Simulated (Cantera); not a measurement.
What does this Cantera script print?

```python
import numpy as np
import cantera as ct

gas = ct.Solution("h2o2.yaml")
gas.TPX = 1648, 230000, {'H2': 1, 'O2': 1.52, 'N2': 4}
reactor = ct.IdealGasConstPressureReactor(gas, energy="on", clone=False)
net = ct.ReactorNet([reactor])
net.rtol, net.atol = 1e-08, 1e-16
show = ['H2', 'O2', 'H2O', 'OH', 'H2O2', 'HO2']
times = np.geomspace(1e-06, 4, 12)

steps = ct.SolutionArray(gas, extra=["t"])
rows = []
print(f"{'t/s':>10s}{'T/K':>9s}{'P/Pa':>11s}" + "".join(f"{s:>11s}" for s in show))
for t in times:
    while net.time < t:
        t_next = net.step()
        steps.append(gas.state, t=t_next)
    rows.append([np.interp(t, steps.t, y) for y in (steps.T, steps.P, *steps(*show).X.T)])
    print(f"{t:10.3e}{rows[-1][0]:9.1f}{rows[-1][1]:11.4g}" + "".join(f"{x:11.3e}" for x in rows[-1][2:]))
rate = np.gradient(steps.T, steps.t)
print("integrator steps:", len(steps.t))
if steps.T.max() > steps.T[0] + 200:
    print(f"time of steepest temperature rise: {steps.t[rate.argmax()]:.4e} s")
gas.TPX = 1648, 230000, {'H2': 1, 'O2': 1.52, 'N2': 4}
gas.equilibrate("HP")
print(f"equilibrium (HP): T = {gas.T:.1f} K  " + "  ".join(f"{s} {gas[s].X[0]:.3e}" for s in show))
```

It prints:

```
       t/s      T/K       P/Pa         H2         O2        H2O         OH       H2O2        HO2
 1.000e-06   1648.0    2.3e+05  1.533e-01  2.331e-01  2.052e-05  6.062e-06  4.094e-08  3.310e-06
 3.983e-06   1812.8    2.3e+05  2.070e-02  1.537e-01  1.033e-01  2.147e-02  2.421e-06  9.691e-05
 1.586e-05   2360.5    2.3e+05  7.096e-03  1.546e-01  1.380e-01  2.597e-02  5.200e-07  2.309e-05
 6.318e-05   2569.9    2.3e+05  2.359e-03  1.617e-01  1.526e-01  1.792e-02  7.226e-07  2.110e-05
 2.516e-04   2578.2    2.3e+05  2.169e-03  1.621e-01  1.532e-01  1.731e-02  7.762e-07  2.185e-05
 1.002e-03   2578.2    2.3e+05  2.169e-03  1.621e-01  1.532e-01  1.731e-02  7.762e-07  2.185e-05
 3.991e-03   2578.2    2.3e+05  2.169e-03  1.621e-01  1.532e-01  1.731e-02  7.762e-07  2.185e-05
 1.590e-02   2578.2    2.3e+05  2.169e-03  1.621e-01  1.532e-01  1.731e-02  7.762e-07  2.185e-05
 6.331e-02   2578.2    2.3e+05  2.169e-03  1.621e-01  1.532e-01  1.731e-02  7.762e-07  2.185e-05
 2.522e-01   2578.2    2.3e+05  2.169e-03  1.621e-01  1.532e-01  1.731e-02  7.762e-07  2.185e-05
 1.004e+00   2578.2    2.3e+05  2.169e-03  1.621e-01  1.532e-01  1.731e-02  7.762e-07  2.185e-05
 4.000e+00   2578.2    2.3e+05  2.169e-03  1.621e-01  1.532e-01  1.731e-02  7.762e-07  2.185e-05
integrator steps: 1089
time of steepest temperature rise: 3.6225e-06 s
equilibrium (HP): T = 2578.2 K  H2 2.169e-03  O2 1.621e-01  H2O 1.532e-01  OH 1.731e-02  H2O2 7.762e-07  HO2 2.185e-05
```

Computed with Cantera and the H2/O2 subset of GRI-Mech 3.0, which has no nitrogen chemistry. The hydrogen kinetics of GRI-Mech 3.0 are dated; newer H2 mechanisms differ, most at raised pressure.
